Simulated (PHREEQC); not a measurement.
A column of 0.5 m (30 cells, dispersivity 0.018 m, 720 s a shift, diffusion coefficient 3e-10 m²/s) holds 0.0029 eq of the database's cation exchanger X per kg of pore water, first in equilibrium with 0.0013 mol Na2SO4 and 1e-05 mol HCl per kg of water. It is flushed with 0.0011 mol/kgw MnCl2 and 1e-05 mol/kgw HCl, at 15 °C. Values are for the last cell. CO2 from the air is kept out. Nothing may precipitate in this run.

Equilibrium calculation in PHREEQC: ion-association model, phreeqc.dat.

| pore volumes | S in solution (mol/kgw) | Mn in solution (mol/kgw) | Na in solution (mol/kgw) | Cl in solution (mol/kgw) |
|---|---|---|---|---|
| 0 | 0.00130 | 0 | 0.00260 | 1.00e-5 |
| 0.35 | 0.00130 | 0 | 0.00260 | 1.00e-5 |
| 0.5167 | 0.00129 | 0 | 0.00260 | 2.81e-5 |
| 0.6833 | 0.00117 | 0 | 0.00256 | 0.000223 |
| 1.017 | 0.000549 | 0 | 0.00237 | 0.00128 |
| 1.35 | 0.000136 | 0 | 0.00224 | 0.00198 |
| 1.517 | 5.84e-5 | 0 | 0.00222 | 0.00211 |
| 1.683 | 2.35e-5 | 0 | 0.00221 | 0.00217 |
| 2.017 | 3.35e-6 | 2.46e-14 | 0.00220 | 0.00220 |
| 2.35 | 4.26e-7 | 0.000832 | 0.000536 | 0.00221 |
| 2.517 | 1.47e-7 | 0.00103 | 0.000135 | 0.00221 |
| 2.683 | 5.04e-8 | 0.00108 | 3.88e-5 | 0.00221 |
| 3.017 | 5.70e-9 | 0.00110 | 3.70e-6 | 0.00221 |
| 3.35 | 6.25e-10 | 0.00110 | 3.84e-7 | 0.00221 |
| 3.517 | 2.05e-10 | 0.00110 | 1.26e-7 | 0.00221 |
| 3.683 | 6.71e-11 | 0.00110 | 4.16e-8 | 0.00221 |
| 4.017 | 7.10e-12 | 0.00110 | 4.63e-9 | 0.00221 |
| 4.35 | 7.43e-13 | 0.00110 | 5.24e-10 | 0.00221 |
| 4.517 | 2.40e-13 | 0.00110 | 1.77e-10 | 0.00221 |
| 4.683 | 7.73e-14 | 0.00110 | 6.00e-11 | 0.00221 |
| 5.017 | 0 | 0.00110 | 6.92e-12 | 0.00221 |

Complexes and solids missing from the database can't appear.
